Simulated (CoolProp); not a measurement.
Properties of n-hexane along the isobar 0.101 MPa (Tc = 507.8 K, pc = 3.044 MPa, ω = 0.300).

Computed with CoolProp (reference Helmholtz-energy equation of state, Thol 2019).

| T (K) | phase | density (kg/m³) | cp (kJ/(kg K)) | isothermal compressibility (1/MPa) | conductivity (mW/(m K)) | fugacity coefficient |
|---|---|---|---|---|---|---|
| 319.9 | liquid | … | 2.367 | 0.002114 | … | 0.4637 |
| 339.4 | liquid | 615.8 | 2.460 | … | 108 | … |
| 358.9 | gas | 3.040 | … | … | 19.2 | 0.9611 |
| 378.5 | gas | 2.861 | 2.060 | 10.25 | 21.2 | 0.9678 |
| 398 | gas | 2.705 | 2.142 | 10.19 | … | 0.9730 |
| 417.5 | gas | 2.567 | 2.223 | 10.14 | 25.5 | 0.9772 |
| 437.1 | gas | 2.443 | 2.303 | 10.10 | 27.8 | 0.9806 |
| 456.6 | gas | 2.332 | … | 10.07 | 30.1 | 0.9833 |

Question: What belongs in the gaps?

Answer: 
- 319.9, density (kg/m³): 634.7
- 319.9, conductivity (mW/(m K)): 114
- 339.4, isothermal compressibility (1/MPa): 0.002614
- 339.4, fugacity coefficient: 0.8872
- 358.9, cp (kJ/(kg K)): 1.978
- 358.9, isothermal compressibility (1/MPa): 10.34
- 398, conductivity (mW/(m K)): 23.3
- 456.6, cp (kJ/(kg K)): 2.382

Thermal conductivity comes from a separate model (Assael 2013).
